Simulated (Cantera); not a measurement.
An isothermal, constant-pressure homogeneous reactor starts with NO : N₂ = 1 : 2.4 (molar parts), at 1900 K and 1900 Pa.

Detailed kinetics in Cantera: GRI-Mech 3.0 (53 species, 325 reactions). Radical loss at walls, strong at low pressure, is not modelled.

x: mole fraction; the columns are a selection and need not sum to one.

```tsv
t (s)	x NO	x N₂O	x NO₂	x O	x N₂
0.000200	0.294	1.77e-7	1.90e-10	1.78e-7	0.706
0.000616	0.294	5.44e-7	1.77e-9	5.50e-7	0.706
0.00190	0.294	?	?	?	0.706
0.00585	0.294	4.86e-6	1.32e-7	5.41e-6	0.706
0.0180	0.294	1.30e-5	8.71e-7	1.80e-5	0.706
0.0555	0.294	2.72e-5	3.77e-6	6.26e-5	0.706
0.171	0.294	3.41e-5	?	?	0.706
0.527	0.292	3.31e-5	9.64e-6	0.000187	0.707
1.62	0.288	3.17e-5	1.18e-5	0.000213	0.709
5.00	0.275	2.76e-5	1.69e-5	0.000280	0.715
```

**Question.** Complete the blanks.

**Answer.** 
- 0.00190, x N₂O: 1.65e-6
- 0.00190, x NO₂: 1.60e-8
- 0.00190, x O: 1.71e-6
- 0.171, x NO₂: 8.06e-6
- 0.171, x O: 0.000153
